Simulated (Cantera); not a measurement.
A perfectly stirred reactor is fed with 3.60 % CH4, 2.55 % H2, 19.7 % O2, 74.1 % N2, at 750 Torr; it is adiabatic with a 598 K inlet, and is followed from long to short residence time, starting on the burning branch (τ in s: 0.4, 0.17, 0.072, 0.031, 0.013, 0.0055, 0.0023, 0.001, 0.00042, 0.00018, 7.7e-05, 3.3e-05).

Detailed kinetics in Cantera: GRI-Mech 3.0 (53 species, 325 reactions).

x: mole fraction; the columns are a selection and need not sum to one.

| τ (s) | T (K) | x CH4 | x H2 | x O2 | x NO | x H2O | x O | x H2O2 |
|---|---|---|---|---|---|---|---|---|
| 0.40 | 1610 | 5.33e-6 | 2.32e-5 | 0.114 | 4.39e-6 | 0.0985 | 4.25e-5 | 5.57e-8 |
| 0.17 | 1608 | 9.20e-6 | 4.06e-5 | 0.114 | 4.34e-6 | 0.0984 | 7.33e-5 | 8.27e-8 |
| 0.072 | 1606 | 1.58e-5 | 7.17e-5 | 0.114 | 4.11e-6 | 0.0982 | 0.000128 | 1.22e-7 |
| 0.031 | 1602 | ___ | ___ | 0.114 | ___ | 0.0980 | ___ | ___ |
| 0.013 | 1595 | 4.65e-5 | 0.000222 | 0.114 | 2.94e-6 | 0.0977 | 0.000381 | 2.56e-7 |
| 0.0055 | 1584 | 8.05e-5 | 0.000390 | 0.114 | 2.40e-6 | 0.0971 | 0.000644 | 3.67e-7 |
| 0.0023 | 1566 | 0.000144 | 0.000682 | 0.115 | 2.05e-6 | 0.0963 | 0.00105 | 5.33e-7 |
| 0.0010 | 1536 | 0.000266 | 0.00116 | 0.116 | 1.84e-6 | 0.0951 | 0.00157 | 7.81e-7 |
| 0.00042 | 1483 | ___ | ___ | 0.118 | ___ | 0.0929 | ___ | ___ |
| 0.00018 | 598 | 0.0360 | 0.0255 | 0.197 | <1e-12 | <1e-12 | <1e-12 | <1e-12 |
| 7.7e-5 | 598 | 0.0360 | 0.0255 | 0.197 | <1e-12 | <1e-12 | <1e-12 | <1e-12 |
| 3.3e-5 | 598 | 0.0360 | 0.0255 | 0.197 | <1e-12 | <1e-12 | <1e-12 | <1e-12 |

Problem. Fill in the missing entries.

Solution. 
- 0.031, x CH4: 2.69e-5
- 0.031, x H2: 0.000125
- 0.031, x NO: 3.60e-6
- 0.031, x O: 0.000220
- 0.031, x H2O2: 1.77e-7
- 0.00042, x CH4: 0.000577
- 0.00042, x H2: 0.00209
- 0.00042, x NO: 1.44e-6
- 0.00042, x O: 0.00204
- 0.00042, x H2O2: 1.24e-6
